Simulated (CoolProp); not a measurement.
Model: reference Helmholtz-energy equation of state, Setzmann 1991, in CoolProp.

For methane, give the phase and the cv (kJ/(kg K)), speed of sound (m/s), conductivity (mW/(m K)) at 337.6 K and 18 bar; 397.9 K and 18 bar.


- 337.6 K and 18 bar: gas; cv 1.82, speed of sound 472, conductivity 40.9
- 397.9 K and 18 bar: gas; cv 2.01, speed of sound 510, conductivity 50.5

Thermal conductivity comes from a separate model (Friend 1989).
